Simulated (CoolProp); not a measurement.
R1336mzz(Z) along the isobar 38.4 bar: fugacity coefficient from the reference equation and from simpler models built on Tc = 444.5 K, pc = 29.04 bar, ω = 0.386; each cubic takes its own stable root.

Model: reference Helmholtz-energy equation of state, McLinden 2020, in CoolProp.

```csv
T (K),phase,reference
293.9,liquid,0.01874
307.7,liquid,0.03114
321.4,liquid,0.04872
335.2,liquid,0.07275
348.9,liquid,0.1037
362.6,liquid,0.1424
376.4,liquid,0.1895
390.1,liquid,0.2441
403.8,liquid,0.3060
417.6,liquid,0.3748
431.3,liquid,0.4477
445.1,supercritical,0.5231
458.8,supercritical,0.5941
472.5,supercritical,0.6469
486.3,supercritical,0.6865
500,supercritical,0.7192
```

### Question
How far does each simpler model (Redlich-Kwong, Soave-Redlich-Kwong, Peng-Robinson) lie from the reference over these 16 states: mean and median of the absolute difference, and the worst?

### Answer
- Redlich-Kwong: mean 42.1 %, median 24.4 %, worst +151.6 % at 293.9 K and 38.4 bar
- Soave-Redlich-Kwong: mean 4.4 %, median 4.7 %, worst +6.0 % at 390.1 K and 38.4 bar
- Peng-Robinson: mean 1.4 %, median 1.5 %, worst +1.9 % at 293.9 K and 38.4 bar
